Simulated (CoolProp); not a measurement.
Vapour-liquid equilibrium of n-heptane (1) + m-xylene (2) at 430 K; x and y are mole fractions of (1).

Computed with CoolProp (multi-fluid Helmholtz-energy mixture model, Span 2003 and Zhou 2012; pair parameters Bell 2016).

```
x     bubble pressure (bar)  y at the bubble point  dew pressure at overall composition x (bar)  liquid density (mol/L)
----  ---------------------  ---------------------  -------------------------------------------  ----------------------
0.05                  1.778                  0.140                                        1.657                   6.865
0.2                   2.264                  0.413                                        1.868                   6.633
0.35                  2.689                  0.582                                        2.132                   6.409
0.5                   3.080                  0.706                                        2.467                   6.194
0.65                  3.454                  0.806                                        2.894                   5.985
0.8                   3.824                  0.894                                        3.430                   5.782
0.95                  4.197                  0.974                                        4.081                   5.586
```

No azeotrope shows between x = 0.05 and 0.95.

The pair parameters rest on a limited set of measurements; away from them the model extrapolates.
